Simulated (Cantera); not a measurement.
What does this Cantera script print?

```python
import numpy as np
import cantera as ct

gas_names = """
    C CH CH2 CH3 CH2OH CH3O CH4 CH3OH CO CO2 COOH C2 C2H CHCO,ketyl C2H2,acetylene C2H2,vinylidene
    CH2CO,ketene C2H3,vinyl CH3CO,acetyl C2H4 C2H4O,ethylen CH3CHO,ethanal CH3COOH (HCOOH)2 C2H5 C2H6
    CH3OCH3 C2H5OH C2O C3 C3H3,propargyl C3H4,allene C3H4,propyne C3H4,cyclo- C3H5,allyl C3H6,propylene
    C3H6,cyclo- C3H6O C3H7,n-propyl C3H7,i-propyl C3H8 C3H8O,1propanol C3H8O,2propanol C3O2 C4 C4H2
    C4H4,1,3-cyclo- C4H6,butadiene C4H6,2-butyne C4H6,cyclo- C4H8,1-butene C4H8,cis2-buten
    C4H8,tr2-butene C4H8,isobutene C4H8,cyclo- (CH3COOH)2 C4H9,n-butyl C4H9,i-butyl C4H9,s-butyl
    C4H9,t-butyl C4H10,isobutane C4H10,n-butane C5 C5H6,1,3cyclo- C5H8,cyclo- C5H10,1-pentene
    C5H10,cyclo- C5H11,pentyl C5H11,t-pentyl C5H12,n-pentane C5H12,i-pentane CH3C(CH3)2CH3 C6H2
    C6H5,phenyl C6H5O,phenoxy C6H6 C6H5OH,phenol C6H10,cyclo- C6H12,1-hexene C6H12,cyclo- C6H13,n-hexyl
    C7H7,benzyl C7H8 C7H8O,cresol C7H14,1-heptene C7H15,n-heptyl C7H16,n-heptane C8H8,styrene
    C8H10,ethylbenz C8H16,1-octene C8H17,n-octyl C8H18,isooctane C8H18,n-octane C9H19,n-nonyl
    C10H8,naphthale C10H21,n-decyl C12H9,o-bipheny C12H10,bipheny H HCO HO2 H2 HCHO,formaldehy HCOOH H2O
    H2O2 O OH O2 O3 Ti TiO TiO2
""".split()
cond_names = """
    C(gr) C6H6(L) C7H8(L) C8H18(L),n-octa H2O(s) H2O(L) Ti(a) Ti(b) Ti(L) TiC(s) TiC(L) TiO(a) TiO(b)
    TiO(L) TiO2(ru) TiO2(L) Ti2O3(a) Ti2O3(b) Ti2O3(L) Ti3O5(a) Ti3O5(b) Ti3O5(L) Ti4O7(s) Ti4O7(L)
""".split()


def load(file, names, dense=False):
    # The tables refer to 1 bar. Condensed volumes are neglected.
    table = {s.name: s for s in ct.Species.list_from_file(file)}
    out = []
    for n in names:
        d = dict(table[n].input_data)
        d["thermo"] = dict(d["thermo"], **{"reference-pressure": 1e5})
        if dense:
            d["equation-of-state"] = {"model": "constant-volume", "density": "1e6 g/cm^3"}
        out.append(ct.Species.from_dict(d))
    return out


gas = ct.Solution(thermo="ideal-gas", species=load("nasa_gas.yaml", gas_names))
cond = {s.name: ct.Solution(thermo="fixed-stoichiometry", species=[s], name=s.name)
        for s in load("nasa_condensed.yaml", cond_names, dense=True)}
atoms = {
    'TiO2': {'Ti': 1, 'O': 2},
    'CH4': {'C': 1, 'H': 4},
    'H2': {'H': 2},
}
top_T = {'C(gr)': 4500}  # K; cautious upper limits of use, not melting points


def equilibrate(T, P, feed):
    n = {}
    for name, mol in feed.items():
        for a, k in atoms[name].items():
            n[a] = n.get(a, 0.0) + k * mol
    gas.TPX = T, P, n
    mass = sum(n.values()) * gas.mean_molecular_weight
    gas.equilibrate("TP")
    valid = [c for c in cond.values() if c.min_temp <= T <= top_T.get(c.name, c.max_temp)]
    mix = ct.Mixture([(gas, mass / gas.mean_molecular_weight)] + [(c, 0.0) for c in valid])
    mix.T, mix.P = T, P
    mix.equilibrate("TP", solver="vcs", rtol=1e-11, max_steps=5000)
    return mix


results = []
T = 1875  # K
P = 13332.2  # Pa
for m in [0.32, 0.41, 0.54, 0.71, 0.92, 1.2, 1.6, 2.1, 2.7, 3.5]:
    feed = {'TiO2': 1, 'CH4': m, 'H2': 2.1}  # mol
    mix = equilibrate(T, P, feed)
    results.append((T, P, feed, dict(zip(mix.species_names, mix.species_moles))))

top = {s: max(r[3][s] / sum(r[3][g] for g in gas_names) for r in results) for s in gas_names}
cols = sorted((s for s in top if top[s] > 1e-06), key=lambda s: -top[s])[:7]
seen = [c for c in cond_names if any(r[3].get(c, 0) > 1e-12 for r in results)]
print("log10 of partial pressures in bar; condensed amounts in mol")
print(f"{'n(CH4)':>10s}" + "".join(f"{s[:9]:>10s}" for s in cols + seen))
for T, P, feed, n in results:
    ng = sum(n[g] for g in gas_names)
    print(f"{feed['CH4']:10.4g}" + "".join(f"{np.log10(max(n[s] / ng * P / 1e5, 1e-99)):10.3f}" for s in cols)
          + "".join(f"{n.get(c, 0):10.4g}" for c in seen))
```

Output:

```
log10 of partial pressures in bar; condensed amounts in mol
    n(CH4)        H2        CO       H2O         H C2H2,acet       CO2       CH4     C(gr)    TiC(s)  Ti2O3(b)  Ti3O5(b)
      0.32    -0.926    -1.857    -3.249    -3.646   -10.893    -4.793    -8.303         0         0         0    0.3333
      0.41    -0.934    -1.785    -3.594    -3.650   -10.083    -5.060    -7.910         0         0    0.2497    0.1668
      0.54    -0.942    -1.725    -4.621    -3.655    -7.933    -6.018    -6.848         0   0.01627    0.4919         0
      0.71    -0.947    -1.697    -4.615    -3.657    -7.904    -5.978    -6.841         0   0.08431    0.4578         0
      0.92    -0.952    -1.671    -4.609    -3.659    -7.878    -5.942    -6.835         0    0.1684    0.4158         0
       1.2    -0.957    -1.646    -4.604    -3.662    -7.853    -5.907    -6.830         0    0.2804    0.3598         0
       1.6    -0.962    -1.621    -4.599    -3.664    -7.829    -5.873    -6.825         0    0.4405    0.2797         0
       2.1    -0.966    -1.601    -4.596    -3.667    -7.809    -5.845    -6.822         0    0.6406    0.1797         0
       2.7    -0.970    -1.585    -4.593    -3.669    -7.793    -5.822    -6.820         0    0.8808   0.05962         0
       3.5    -0.962    -1.620    -6.282    -3.665    -4.462    -7.553    -5.142    0.4937         1         0         0
```

Equilibrium computed with Cantera from the NASA thermochemical tables; the gas is ideal and each condensed phase is pure. Mutual solubility and eutectic melting of coexisting phases are not modelled. TiC: taken at fixed stoichiometry.
